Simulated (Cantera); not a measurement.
What does this Cantera script print?

```python
import numpy as np
import cantera as ct

gas_names = """
    H H2 N NH NH2 NH3 N2 N2H2 N2H4 Si SiH SiH2 SiH3 SiH4 SiN Si2 Si2N Si3
""".split()
cond_names = """
    Si(cr) Si(L) Si3N4(a)
""".split()


# ... load() reads the species with a 1 bar reference pressure and builds the phases ...
atoms = {
    'Si3N4': {'Si': 3, 'N': 4},
    'H2': {'H': 2},
}
top_T = {'Si3N4(a)': 2400}  # K; cautious upper limits of use, not melting points


# ... equilibrate(T, P, feed) seeds the gas with the atoms and calls Mixture.equilibrate('TP', solver="vcs", rtol=1e-11, max_steps=5000) ...
results = []
feed = {'Si3N4': 1, 'H2': 3.8}  # mol
T = 1225  # K
P = 133.322  # Pa
mix = equilibrate(T, P, feed)
results.append((T, P, feed, dict(zip(mix.species_names, mix.species_moles))))
print(gas.report(threshold=0.0001))
for i in range(1, mix.n_phases):
    print(f"{mix.phase(i).name:16s} {mix.phase_moles(i):12.5e} mol")
```

It prints:

```
       temperature   1225 K
          pressure   133.32 Pa
           density   2.6404e-05 kg/m^3
  mean mol. weight   2.0172 kg/kmol
   phase of matter   gas

                          1 kg             1 kmol
                     ---------------   ---------------
          enthalpy        1.3679e+07        2.7593e+07  J
   internal energy        8.6299e+06        1.7408e+07  J
           entropy        1.1279e+05        2.2751e+05  J/K
    Gibbs function       -1.2448e+08       -2.5111e+08  J
 heat capacity c_p             15467             31200  J/K
 heat capacity c_v             11346             22886  J/K

                      mass frac. Y      mole frac. X     chem. pot. / RT
                     ---------------   ---------------   ---------------
                H2           0.99936           0.99995           -24.653
     [  +17 minor]        0.00063916         5.425e-05

Si(cr)            2.60354e-04 mol
Si3N4(a)          9.99913e-01 mol
```

Equilibrium computed with Cantera from the NASA thermochemical tables; the gas is ideal and each condensed phase is pure.
